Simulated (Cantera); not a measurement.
What does this Cantera script print?

```python
import numpy as np
import cantera as ct

gas = ct.Solution("gri30.yaml")


def delay(T, t_max=10):
    gas.TPX = T, 100000, {'CH4': 1, 'CO': 0.54, 'O2': 1.19, 'N2': 4.49}
    reactor = ct.IdealGasConstPressureReactor(gas, clone=False)
    net = ct.ReactorNet([reactor])
    net.rtol, net.atol = 1e-8, 1e-16
    while net.time < t_max:
        t_old, T_old = net.time, reactor.T
        net.step()
        if reactor.T > T + 400:  # ignition: a rise of 400 K
            return t_old + (T + 400 - T_old) / (reactor.T - T_old) * (net.time - t_old)
    return np.nan


taus = []
for T in [1175, 1250, 1325, 1400, 1475, 1550, 1625, 1700, 1775]:
    taus.append(delay(T))
    print(f"T0 = {T:6g} K   tau = {taus[-1]:.4e} s")
```

Output:

```
T0 =   1175 K   tau = 1.5183e-01 s
T0 =   1250 K   tau = 4.6859e-02 s
T0 =   1325 K   tau = 1.5801e-02 s
T0 =   1400 K   tau = 5.7896e-03 s
T0 =   1475 K   tau = 2.3150e-03 s
T0 =   1550 K   tau = 1.0179e-03 s
T0 =   1625 K   tau = 4.9370e-04 s
T0 =   1700 K   tau = 2.6272e-04 s
T0 =   1775 K   tau = 1.5152e-04 s
```

Computed with Cantera and GRI-Mech 3.0 (53 species, 325 reactions).
